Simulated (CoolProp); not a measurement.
Properties of vinyl chloride along the isobar 9.13 MPa.

The numbers come from the reference Helmholtz-energy equation of state, Thol 2022 in CoolProp.

```csv
T (K),phase,Z,cv (kJ/(kg K)),speed of sound (m/s),Joule-Thomson coefficient (K/MPa),isothermal compressibility (1/MPa),expansivity (1/kK)
148.6,liquid,0.3929,1.004,1636,-0.3860,0.0005267,1.656
163.8,liquid,0.3654,0.9595,1561,-0.4032,…,1.618
179.1,liquid,0.3425,0.9295,1487,-0.4150,0.0006691,1.595
194.3,liquid,0.3235,0.9105,1413,…,0.0007568,…
209.5,liquid,0.3073,0.8997,1340,-0.4226,…,1.592
224.8,liquid,0.2935,0.8951,1267,-0.4186,0.0009809,1.609
240,liquid,0.2818,…,…,-0.4094,0.001125,1.639
255.2,liquid,0.2718,0.8999,1124,-0.3948,0.001298,1.681
270.5,liquid,0.2632,0.9074,1054,-0.3742,0.001511,1.738
285.7,liquid,0.2560,…,985.4,-0.3470,0.001772,1.812
301,liquid,0.2500,0.9293,917.2,-0.3117,…,1.906
```

### Question
What belongs in the gaps?

### Answer

- 163.8, isothermal compressibility (1/MPa): 0.0005928
- 194.3, Joule-Thomson coefficient (K/MPa): -0.4214
- 194.3, expansivity (1/kK): 1.587
- 209.5, isothermal compressibility (1/MPa): 0.0008592
- 240, cv (kJ/(kg K)): 0.8956
- 240, speed of sound (m/s): 1195
- 285.7, cv (kJ/(kg K)): 0.9173
- 301, isothermal compressibility (1/MPa): 0.002103
